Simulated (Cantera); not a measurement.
Charge: 1 mol Si₃N₄, 3.5 mol Cl₂, 20 mol H₂, held at 1673.15 K and 5.80e-5 bar.

Equilibrium computed with Cantera from the NASA thermochemical tables; the gas is ideal and each condensed phase is pure. Candidate condensed phases: NH₄Cl, Si, Si₃N₄; 28 gas species. The tables' values for SiCl, SiCl₃, SiN are old estimates; treat these amounts as uncertain. Equilibrium is a limit: real reactors are often held back by kinetics, nucleation or transport.

Base state: H₂ 0.706, HCl 0.120, N₂ 0.0772, SiCl₂ 0.0735, H 0.0126, Si 0.00722, Cl 0.00167, SiCl 0.00153 (mole fractions); condensed: Si(s).

Q: What changes in the equilibrium state with this change: 0.082 mol H₂O added?

A: 
```
species      before    after
----------  -------  -------
H₂            0.706    0.705
HCl           0.120    0.119
N₂           0.0772   0.0767
SiO               0  0.00315
SiCl₂        0.0735   0.0729
H            0.0126   0.0126
SiCl₃       7.36e-5  7.28e-5
Cl          0.00167  0.00166
SiCl        0.00153  0.00152
SiN         1.01e-5  1.01e-5
Si₂N        1.82e-5  1.82e-5
Si(s), mol    0.864    0.783
```
Further candidate phases: H₂O, SiO₂, Si₂N₂O.

Q: What changes in the equilibrium state with this change: Cl₂ from 3.5 to 10 mol?

A: 
```tsv
species	before	after
HCl	0.120	0.426
H₂	0.706	0.401
SiCl₂	0.0735	0.0916
H	0.0126	0.00949
N₂	0.0772	0.0619
Si₂N	1.82e-5	5.15e-8
Si₂	2.78e-5	8.77e-8
SiH	7.81e-5	3.31e-6
Si(s), mol	0.864	0
```
The tables' values for SiCl₃, SiCl are old estimates; treat these amounts as uncertain.

Q: What changes in the equilibrium state with this change: pressure from 5.80e-5 bar to 0.000140 bar?

A: 
```json
[
 {"species": "H₂", "before": "0.706", "after": "0.713"},
 {"species": "HCl", "before": "0.120", "after": "0.121"},
 {"species": "N₂", "before": "0.0772", "after": "0.0778"},
 {"species": "H", "before": "0.0126", "after": "0.00814"},
 {"species": "Si", "before": "0.00722", "after": "0.00299"},
 {"species": "SiCl₂", "before": "0.0735", "after": "0.0743"},
 {"species": "Si₂", "before": "2.78e-5", "after": "1.15e-5"},
 {"species": "SiCl₃", "before": "7.36e-5", "after": "0.000116"},
 {"species": "SiN", "before": "1.01e-5", "after": "6.55e-6"},
 {"species": "Si₂N", "before": "1.82e-5", "after": "1.18e-5"},
 {"species": "SiH", "before": "7.81e-5", "after": "5.05e-5"},
 {"species": "Si(s), mol", "before": "0.864", "after": "0.981"}
]
```
The tables' values for SiCl, SiCl₃ are old estimates; treat these amounts as uncertain.
